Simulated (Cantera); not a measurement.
Charge: 1 mol Al, 1.7 mol I₂, 2.6 mol H₂, held at 1.33 mbar.

These are equilibrium values from Cantera (NASA tables, ideal gas, pure condensed phases), not measurements of a reactor. Candidate condensed phases: Al, AlI₃, I₂; 11 gas species. Kinetics and transport are ignored.

**Question.** At 1373 K, list the 4 most abundant gas species with their mole fractions, and the condensed phases.

**Answer.** H₂ 0.437, I 0.335, AlI 0.157, HI 0.0502. Condensed: gas only.
